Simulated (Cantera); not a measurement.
## Equilibrium for abatement and gas-phase synthesis: SO2 + H2 + N2

Feed: 1 mol SO2, 0.095 mol H2, a varied amount of N2, at 3448.15 K and 0.00133 bar.

These are equilibrium values from Cantera (NASA tables, ideal gas, pure condensed phases), not measurements of a reactor. Candidate condensed phases: H2O, H2SO4, S; 35 gas species. Rates play no part.

From 1.5 mol N2 to 21 mol N2 nothing is condensed.

| n(N2) (mol) | x N2 | x O | x S | x H | x SO | x N | x NO |
|---|---|---|---|---|---|---|---|
| 1.5 | 0.319 | 0.418 | 0.210 | 0.0406 | 0.00485 | 0.00267 | 0.00376 |
| 3.3 | 0.507 | 0.302 | 0.152 | 0.0293 | 0.00254 | 0.00336 | 0.00342 |
| 5.1 | 0.613 | 0.236 | 0.119 | 0.0229 | 0.00156 | 0.00370 | 0.00295 |
| 6.8 | 0.678 | 0.196 | 0.0990 | 0.0190 | 0.00107 | 0.00389 | 0.00257 |
| 8.6 | 0.726 | 0.166 | 0.0840 | 0.0161 | 0.000773 | 0.00403 | 0.00226 |
| 10 | 0.755 | 0.149 | 0.0751 | 0.0144 | 0.000618 | 0.00411 | 0.00206 |
| 12 | 0.787 | 0.129 | 0.0653 | 0.0125 | 0.000466 | 0.00419 | 0.00182 |
| 14 | 0.811 | 0.114 | 0.0577 | 0.0110 | 0.000364 | 0.00426 | 0.00163 |
| 16 | 0.830 | 0.102 | 0.0517 | 0.00988 | 0.000293 | 0.00431 | 0.00148 |
| 17 | 0.838 | 0.0971 | 0.0492 | 0.00939 | 0.000264 | 0.00433 | 0.00142 |
| 19 | 0.852 | 0.0884 | 0.0448 | 0.00854 | 0.000219 | 0.00436 | 0.00130 |
| 21 | 0.864 | 0.0811 | 0.0411 | 0.00784 | 0.000184 | 0.00439 | 0.00120 |
x: gas mole fraction; nothing condenses.
